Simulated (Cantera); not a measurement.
A perfectly stirred reactor is fed with N2O : H2O = 1 : 0.033 (molar parts), at 128 Torr; it is held at 1500 K, and followed from long to short residence time.

Computed with Cantera and GRI-Mech 3.0 (53 species, 325 reactions). GRI-Mech 3.0 was tuned for natural gas; its chemistry of N2O as a main component is partial and can be far from experiment. The temperature is held fixed by assumption; the heat of reaction is taken as removed at once.

### Question
What does this change do: pressure from 128 Torr to 233 Torr?

### Answer
```csv
quantity,before,after
x(N2O) at τ = 2.30 s,0.0310,0.0197
x(H2O) at τ = 2.30 s,0.0218,0.0217
x(HO2) at τ = 2.30 s,1.68e-7,1.94e-7
x(N2) at τ = 2.30 s,0.582,0.599
x(NO2) at τ = 2.30 s,0.000163,0.000205
x(N2O) at τ = 91.0 ms,0.396,0.275
x(H2O) at τ = 91.0 ms,0.0257,0.0244
x(HO2) at τ = 91.0 ms,1.41e-6,9.45e-7
x(N2) at τ = 91.0 ms,0.346,0.421
x(NO2) at τ = 91.0 ms,0.000510,0.000488
```
